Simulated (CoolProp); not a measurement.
Properties of octamethylcyclotetrasiloxane (D4) along the isobar 0.101 MPa (Tc = 313.4 °C, pc = 1.347 MPa, ω = 0.598).

Model: reference Helmholtz-energy equation of state, Thol 2015, in CoolProp.

```json
[
 {"T (°C)": "211.65", "phase": "gas", "density (kg/m³)": "7.877", "speed of sound (m/s)": "111.0"},
 {"T (°C)": "223.95", "phase": "gas", "density (kg/m³)": "7.639", "speed of sound (m/s)": "___"},
 {"T (°C)": "236.25", "phase": "gas", "density (kg/m³)": "7.418", "speed of sound (m/s)": "115.0"},
 {"T (°C)": "248.45", "phase": "gas", "density (kg/m³)": "7.214", "speed of sound (m/s)": "116.8"},
 {"T (°C)": "260.75", "phase": "gas", "density (kg/m³)": "7.021", "speed of sound (m/s)": "118.6"},
 {"T (°C)": "273.05", "phase": "gas", "density (kg/m³)": "6.839", "speed of sound (m/s)": "120.4"},
 {"T (°C)": "285.35", "phase": "gas", "density (kg/m³)": "6.668", "speed of sound (m/s)": "___"},
 {"T (°C)": "297.65", "phase": "gas", "density (kg/m³)": "___", "speed of sound (m/s)": "123.7"},
 {"T (°C)": "309.95", "phase": "gas", "density (kg/m³)": "6.354", "speed of sound (m/s)": "125.3"},
 {"T (°C)": "322.25", "phase": "gas", "density (kg/m³)": "6.209", "speed of sound (m/s)": "126.9"},
 {"T (°C)": "334.55", "phase": "gas", "density (kg/m³)": "6.071", "speed of sound (m/s)": "128.5"},
 {"T (°C)": "346.85", "phase": "gas", "density (kg/m³)": "5.940", "speed of sound (m/s)": "130.0"}
]
```

Problem. Fill in the missing entries.

Solution. 
- 223.95, speed of sound (m/s): 113.0
- 285.35, speed of sound (m/s): 122.1
- 297.65, density (kg/m³): 6.507
